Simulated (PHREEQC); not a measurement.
Acid mine or pickling water (model solution)

Synthetic water in mg/L, 25 °C, pH 3.42, pe 12.4:

```csv
constituent,mg/L
Na,34.3
K,121
Ca,17.6
Mg,3.6
Cl,56.8
S(6) as SO4,254
Cu(2),1.29
Li,0.115
O(0) (dissolved oxygen),5.17
```

Valence states are taken as typed.

Equilibrium calculation in PHREEQC: ion-association model, phreeqc.dat.

No solid was allowed to form.

Task: Estimate the ionic strength, specific conductance, charge-balance error.

Result: ionic strength 0.00919 mol/kgw; specific conductance 924 µS/cm; charge-balance error -4.7 %.

Task: In which forms is Cu present?

Result: Cu+2 81 %, CuSO4 19 % of the Cu.

Complexes and solids missing from the database can't appear.
